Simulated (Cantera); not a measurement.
# Adiabatic ignition

An adiabatic, constant-pressure homogeneous reactor starts with C₂H₄ : O₂ : N₂ : H₂O = 1 : 2 : 7.52 : 2.9 (molar parts), at 1423 K and 96000 Pa.

Computed with Cantera and GRI-Mech 3.0 (53 species, 325 reactions). GRI-Mech 3.0 was tuned for natural gas; its chemistry of ethylene as a main component is partial and can be far from experiment.

| t (s) | T (K) | x C₂H₄ | x O₂ | x H₂O | x HO₂ | x H | x NO |
|---|---|---|---|---|---|---|---|
| 4.00e-6 | 1423 | 0.0745 | 0.149 | 0.216 | 2.09e-8 | 8.75e-9 | <1e-12 |
| 9.49e-6 | 1423 | 0.0745 | 0.149 | 0.216 | 2.65e-7 | 9.76e-8 | <1e-12 |
| 2.25e-5 | 1423 | 0.0744 | 0.149 | 0.216 | 4.95e-5 | 1.85e-5 | <1e-12 |
| 5.33e-5 | 2333 | 6.54e-8 | 0.0123 | 0.259 | 3.84e-6 | 0.0178 | 2.57e-5 |
| 0.000126 | 2443 | <1e-12 | 0.00467 | 0.251 | 1.83e-6 | 0.0188 | 7.12e-5 |
| 0.000300 | 2533 | <1e-12 | 0.00279 | 0.260 | 1.19e-6 | 0.0128 | 0.000129 |
| 0.000711 | 2581 | <1e-12 | 0.00182 | 0.265 | 8.30e-7 | 0.00977 | 0.000240 |
| 0.00169 | 2588 | <1e-12 | 0.00165 | 0.266 | 7.60e-7 | 0.00924 | 0.000465 |
| 0.00400 | 2586 | <1e-12 | 0.00161 | 0.266 | 7.42e-7 | 0.00918 | 0.000913 |
| 0.00949 | 2584 | <1e-12 | 0.00156 | 0.266 | 7.18e-7 | 0.00911 | 0.00152 |
| 0.0225 | 2582 | <1e-12 | 0.00153 | 0.266 | 7.08e-7 | 0.00907 | 0.00181 |
| 0.0533 | 2582 | <1e-12 | 0.00153 | 0.266 | 7.07e-7 | 0.00907 | 0.00183 |
| 0.127 | 2582 | <1e-12 | 0.00153 | 0.266 | 7.07e-7 | 0.00907 | 0.00183 |
| 0.300 | 2582 | <1e-12 | 0.00153 | 0.266 | 7.07e-7 | 0.00907 | 0.00183 |
x: mole fraction; the columns are a selection and need not sum to one.

| Quantity | Result |
|---|---|
| time of steepest temperature rise | 46.6 µs |
| temperature at 0.300 s | 2582 K |
| equilibrium temperature | 2582 K |
| x(C₂H₄) at 0.300 s | <1e-12 (gas-phase equilibrium <1e-12) |
| x(O₂) at 0.300 s | 0.00153 (gas-phase equilibrium 0.00153) |
| x(H₂O) at 0.300 s | 0.266 (gas-phase equilibrium 0.266) |
